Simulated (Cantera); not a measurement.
Charge: 1 mol SiO2, 2.5 mol SiCl4, 47 mol H2, held at 7.70 Pa.

Equilibrium computed with Cantera from the NASA thermochemical tables; the gas is ideal and each condensed phase is pure. Candidate condensed phases: H2O, Si, SiO2; 30 gas species. Mutual solubility and eutectic melting of coexisting phases are not modelled. The tables hold silica as quartz up to 1696 K and as liquid above; real silica turns to tridymite and cristobalite and melts near 1996 K. Equilibrium is a limit: real reactors are often held back by kinetics, nucleation or transport.

What share of the Si ends up in condensed phases as a function of T (°C), at 402, 477, 552, 627, 702, 777, 852, 927, 1002, 1077, 1152, 1227, 1302, 1377?


| T (°C) | Si condensed (%) | as |
|---|---|---|
| 402 | 28.6 | SiO2(α-quartz) |
| 477 | 29.5 | Si(s) + SiO2(α-quartz) |
| 552 | 33.0 | Si(s) + SiO2(α-quartz) |
| 627 | 39.1 | Si(s) + SiO2(β-quartz) |
| 702 | 45.6 | Si(s) + SiO2(β-quartz) |
| 777 | 47.8 | Si(s) + SiO2(β-quartz) |
| 852 | 44.9 | Si(s) + SiO2(β-quartz) |
| 927 | 33.1 | Si(s) + SiO2(β-quartz) |
| 1002 | 0.0 | - |
| 1077 | 0.0 | - |
| 1152 | 0.0 | - |
| 1227 | 0.0 | - |
| 1302 | 0.0 | - |
| 1377 | 0.0 | - |
